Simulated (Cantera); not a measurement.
## Equilibrium for nitride etching: BN + H2

Feed: 1 mol BN, 190 mol H2, held at 0.133 bar.

Equilibrium computed with Cantera from the NASA thermochemical tables; the gas is ideal and each condensed phase is pure. Candidate condensed phases: B, BN; 15 gas species. Mutual solubility and eutectic melting of coexisting phases are not modelled. The tables' values for BH2 are old estimates; treat these amounts as uncertain. Gases not in the tables: B2H6 and higher boranes. Equilibrium is a limit: real reactors are often held back by kinetics, nucleation or transport.

| T (K) | x H2 | x H | x N2 | x BH2 | n BN(s) | n B(s) |
|---|---|---|---|---|---|---|
| 750 | 1.00 | <1e-12 | <1e-12 | <1e-12 | 1.00 | 0 |
| 850 | 1.00 | 5.61e-11 | <1e-12 | <1e-12 | 1.00 | 0 |
| 950 | 1.00 | 1.52e-9 | <1e-12 | 2.88e-12 | 1.00 | 0 |
| 1050 | 1.00 | 2.22e-8 | 5.56e-11 | 6.07e-11 | 1.00 | 0 |
| 1150 | 1.00 | 2.04e-7 | 1.38e-9 | 1.04e-9 | 1.000 | 0 |
| 1250 | 1.000 | 1.32e-6 | 1.38e-8 | 1.37e-8 | 1.000 | 0 |
| 1350 | 1.000 | 6.53e-6 | 9.54e-8 | 1.24e-7 | 1.000 | 0 |
| 1450 | 1.000 | 2.59e-5 | 5.24e-7 | 8.10e-7 | 1.000 | 0 |
| 1550 | 1.000 | 8.63e-5 | 2.38e-6 | 4.07e-6 | 0.999 | 0 |
| 1650 | 1.000 | 0.000249 | 9.18e-6 | 1.66e-5 | 0.997 | 0 |
| 1750 | 0.999 | 0.000637 | 3.06e-5 | 5.72e-5 | 0.988 | 0 |
| 1850 | 0.998 | 0.00147 | 8.98e-5 | 0.000172 | 0.966 | 0 |
| 1950 | 0.996 | 0.00313 | 0.000411 | 0.000347 | 0.844 | 0.0879 |
| 2050 | 0.991 | 0.00619 | 0.00183 | 0.000614 | 0.302 | 0.577 |
x: gas mole fraction; n: condensed amount in mol.

From 750 K to 1850 K the condensed part is BN(s). From 1950 K to 2050 K the condensed part is B(s) + BN(s).
